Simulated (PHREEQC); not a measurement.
MgCl2 is added in steps, without added water, to 1 kg of water holding 27 mmol/kgw H2SO4, 1.6 mmol/kgw Li2SO4 and 0.83 mmol/kgw Fe2(SO4)3, at 20 °C. Oxygen is held at 0.21 atm. CO2 from the air is kept out. Solids allowed: Brucite, Fe(OH)3(a), Epsomite. Others were left out.

Base run: PHREEQC, ion-association model, wateq4f.dat. Each further column changes one thing. The table gives MgSO4 (mol/kgw).

```tsv
MgCl2 added (mol)	base	all activity coefficients set to 1	Davies equation for every ion	database phreeqc.dat
0	0	0	0	0
0.0062	0.00188	(withheld)	0.00181	0.00188
0.0124	0.00338	0.00653	0.00324	0.00338
0.0155	0.00401	(withheld)	0.00385	0.00402
0.0217	0.00511	(withheld)	0.00492	0.00513
0.0279	0.00604	(withheld)	0.00582	0.00606
0.0341	0.00683	(withheld)	0.00661	0.00686
0.0403	0.00752	(withheld)	0.00732	0.00756
0.0465	0.00813	0.0166	0.00795	0.00817
0.0496	0.00841	0.0171	0.00825	0.00846
0.0558	0.00893	0.0181	0.00881	0.00899
0.062	0.00940	0.0190	0.00933	0.00947
```

What belongs in the gaps?


- 0.0062, all activity coefficients set to 1: 0.00352
- 0.0155, all activity coefficients set to 1: 0.00787
- 0.0217, all activity coefficients set to 1: 0.0102
- 0.0279, all activity coefficients set to 1: 0.0122
- 0.0341, all activity coefficients set to 1: 0.0139
- 0.0403, all activity coefficients set to 1: 0.0153

 phreeqc.dat and wateq4f.dat share most of their constants, so their agreement is no independent check. Solids allowed in the column 'database phreeqc.dat': Fe(OH)3(a).
